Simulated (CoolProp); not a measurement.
Oxygen along the isotherm -127.75 °C: density (kg/m³) from the reference equation and from simpler models built on Tc = -118.6 °C, pc = 50.46 bar, ω = 0.022; each cubic takes its own stable root.

The numbers come from the reference Helmholtz-energy equation of state, Schmidt 1985 in CoolProp.

```
p (bar)   phase  reference
-------  ------  ---------
9.01        gas      25.80
18          gas      56.89
27          gas      97.97
36       liquid      752.9
45.1     liquid      776.8
54.1     liquid      794.7
63.1     liquid      809.3
72.1     liquid      821.8
81.1     liquid      832.9
90.1     liquid      842.8
99.1     liquid      851.8
108      liquid      860.1
117      liquid      867.8
126      liquid      875.0
```

**Question.** How far does each simpler model (van der Waals, Redlich-Kwong, Peng-Robinson) lie from the reference over these 14 states: mean and median of the absolute difference, and the worst?

**Answer.** 
- van der Waals: mean 26.1 %, median 26.6 %, worst -80.4 % at -127.75 °C and 36 bar
- Redlich-Kwong: mean 5.4 %, median 5.3 %, worst -12.2 % at -127.75 °C and 36 bar
- Peng-Robinson: mean 4.1 %, median 4.0 %, worst +7.6 % at -127.75 °C and 126 bar

At some of these states van der Waals gives the other phase, because its saturation line lies elsewhere.
